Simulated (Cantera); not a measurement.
Source: NASA polynomial tables (part measured, part estimated), evaluated in Cantera. Values are per mole of reaction as written; species without (g) are pure solids or liquids, kept so even where they would boil at 1 bar. VN: taken at fixed stoichiometry.

Problem. Between 1073 and 1323 K, where is each reaction favourable under standard conditions?
- 2 VN + 12 NO(g) ⇌ 7 N2O(g) + V2O5
- V2O5 + V2O3 ⇌ 4 VO2(g)

Solution. 
- 2 VN + 12 NO(g) ⇌ 7 N2O(g) + V2O5: ΔG° is -657 kJ at 1073 K and -451 kJ at 1323 K; it stays negative (K > 1). ΔH° is -1533 kJ and ΔS° -818 J/K at 1323 K.
- V2O5 + V2O3 ⇌ 4 VO2(g): ΔG° is 1003 kJ at 1073 K and 842 kJ at 1323 K; it stays positive (K < 1). ΔH° is 1678 kJ and ΔS° 632 J/K at 1323 K.
